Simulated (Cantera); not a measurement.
A Cantera script and what it prints.

```python
import numpy as np
import cantera as ct

gas_names = """
    CL CL2 H HCL H2 N NH NH2 NH3 N2 N2H2 N2H4 Si SiCL SiCL2 SiCL3 SiCL4 SiH SiHCL3 SiH2 SiH2CL2 SiH3
    SiH3CL SiH4 SiN Si2 Si2N Si3
""".split()
cond_names = """
    NH4CL(a) NH4CL(b) Si(cr) Si(L) Si3N4(a)
""".split()


def load(file, names, dense=False):
    # The tables refer to 1 bar. Condensed volumes are neglected.
    table = {s.name: s for s in ct.Species.list_from_file(file)}
    out = []
    for n in names:
        d = dict(table[n].input_data)
        d["thermo"] = dict(d["thermo"], **{"reference-pressure": 1e5})
        if dense:
            d["equation-of-state"] = {"model": "constant-volume", "density": "1e6 g/cm^3"}
        out.append(ct.Species.from_dict(d))
    return out


gas = ct.Solution(thermo="ideal-gas", species=load("nasa_gas.yaml", gas_names))
cond = {s.name: ct.Solution(thermo="fixed-stoichiometry", species=[s], name=s.name)
        for s in load("nasa_condensed.yaml", cond_names, dense=True)}
atoms = {
    'SiH4': {'Si': 1, 'H': 4},
    'HCl': {'H': 1, 'CL': 1},
    'N2': {'N': 2},
}
top_T = {'Si3N4(a)': 2400}  # K; cautious upper limits of use, not melting points


def equilibrate(T, P, feed):
    n = {}
    for name, mol in feed.items():
        for a, k in atoms[name].items():
            n[a] = n.get(a, 0.0) + k * mol
    gas.TPX = T, P, n
    mass = sum(n.values()) * gas.mean_molecular_weight
    gas.equilibrate("TP")
    valid = [c for c in cond.values() if c.min_temp <= T <= top_T.get(c.name, c.max_temp)]
    mix = ct.Mixture([(gas, mass / gas.mean_molecular_weight)] + [(c, 0.0) for c in valid])
    mix.T, mix.P = T, P
    mix.equilibrate("TP", solver="vcs", rtol=1e-11, max_steps=5000)
    return mix


results = []
feed = {'SiH4': 1, 'HCl': 2.8, 'N2': 3.7}  # mol
P = 250  # Pa
for T in [1175, 1225, 1275, 1325, 1375, 1425, 1475, 1525, 1575, 1625, 1675]:
    mix = equilibrate(T, P, feed)
    results.append((T, P, feed, dict(zip(mix.species_names, mix.species_moles))))

top = {s: max(r[3][s] / sum(r[3][g] for g in gas_names) for r in results) for s in gas_names}
cols = sorted((s for s in top if top[s] > 0.0001), key=lambda s: -top[s])[:6]
seen = [c for c in cond_names if any(r[3].get(c, 0) > 1e-12 for r in results)]
print("log10 of partial pressures in bar; condensed amounts in mol")
print(f"{'T/K':>10s}" + "".join(f"{s[:9]:>10s}" for s in cols + seen))
for T, P, feed, n in results:
    ng = sum(n[g] for g in gas_names)
    print(f"{T:10.4g}" + "".join(f"{np.log10(max(n[s] / ng * P / 1e5, 1e-99)):10.3f}" for s in cols)
          + "".join(f"{n.get(c, 0):10.4g}" for c in seen))
```

Output:

```
log10 of partial pressures in bar; condensed amounts in mol
       T/K        N2        H2       HCL     SiCL2     SiCL4     SiCL3  Si3N4(a)
      1175    -3.007    -3.170    -3.086    -5.899    -4.776    -5.832    0.3127
      1225    -3.007    -3.170    -3.087    -5.421    -4.836    -5.577     0.311
      1275    -3.007    -3.168    -3.092    -4.994    -4.914    -5.361     0.305
      1325    -3.005    -3.163    -3.106    -4.623    -5.032    -5.195    0.2914
      1375    -3.001    -3.153    -3.133    -4.315    -5.209    -5.093    0.2667
      1425    -2.995    -3.138    -3.178    -4.074    -5.462    -5.066    0.2301
      1475    -2.989    -3.120    -3.239    -3.895    -5.786    -5.106     0.185
      1525    -2.982    -3.102    -3.313    -3.765    -6.162    -5.200    0.1373
      1575    -2.976    -3.085    -3.397    -3.672    -6.569    -5.329    0.0917
      1625    -2.970    -3.071    -3.487    -3.605    -6.992    -5.482   0.05106
      1675    -2.966    -3.061    -3.580    -3.557    -7.418    -5.646    0.0161
```

These are equilibrium values from Cantera (NASA tables, ideal gas, pure condensed phases), not measurements of a reactor. N2 is the only nitrogen source here; it is nearly inert below about 1500 K, so the nitride shown seldom forms there in practice. The tables' values for SiCl3, SiCl are old estimates; treat these amounts as uncertain.
